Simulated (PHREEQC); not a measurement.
Make-up at 25 °C and 50 atm: 2.2 mmol/kgw MgSO4, 10 mmol/kgw KCl and 13 mmol/kgw KBr. Closed to the air; pH follows from the charge balance.

Computed with PHREEQC (ion-association model, phreeqc.dat).

Each row changes one thing in this solution. No solid was allowed to form.

```tsv
case	ionic strength (mol/kgw)	Mg+2 (mol/kgw)	SO4-2 (mol/kgw)	MgSO4 (mol/kgw)	KSO4- (mol/kgw)	MgOH+ (mol/kgw)
as made	0.0306	0.00197	0.00182	0.000233	0.000149	3.84e-8
temperature from 25 to 80 °C	0.0294	0.00172	0.00146	0.000482	0.000254	4.00e-7
KCl left out	0.0205	0.00193	0.00183	0.000275	9.34e-5	4.00e-8
KCl from 0.01 to 0.009 mol/kgw	0.0296	0.00196	0.00182	0.000237	0.000144	3.85e-8
KBr from 0.013 to 0.0026 mol/kgw	0.0201	0.00192	0.00183	0.000278	9.10e-5	4.01e-8
KCl from 0.01 to 0.05 mol/kgw	0.0706	0.00205	0.00174	0.000150	0.000307	3.43e-8
KBr from 0.013 to 0.065 mol/kgw	0.0826	0.00206	0.00172	0.000136	0.000343	3.35e-8
temperature from 25 to 70 °C	0.0296	0.00176	0.00153	0.000438	0.000236	2.72e-7
```

Under pressure, the constants of complexes without a molar volume in the database are unreliable. At this temperature some constants are extrapolated from 25 °C, and those without enthalpy data are left unchanged.
